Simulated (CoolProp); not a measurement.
Nitrogen at 298.15 K and 11.4 MPa is throttled through a valve to 2.86 MPa with no heat exchange. Each further row changes one setting.

Values from CoolProp's reference Helmholtz-energy equation of state, Span 2000.

| case | temperature change (K) | final phase | final density (kg/m³) |
|---|---|---|---|
| as stated | ? | gas | ? |
| outlet pressure 0.858 MPa | ? | gas | ? |
| outlet pressure 3.72 MPa | ? | ? | ? |

Task: Fill in the missing entries.

Result: 
- as stated, temperature change (K): -14.5
- as stated, final density (kg/m³): 34.2
- outlet pressure 0.858 MPa, temperature change (K): -19.1
- outlet pressure 0.858 MPa, final density (kg/m³): 10.4
- outlet pressure 3.72 MPa, temperature change (K): -12.7
- outlet pressure 3.72 MPa, final phase: supercritical
- outlet pressure 3.72 MPa, final density (kg/m³): 44.3
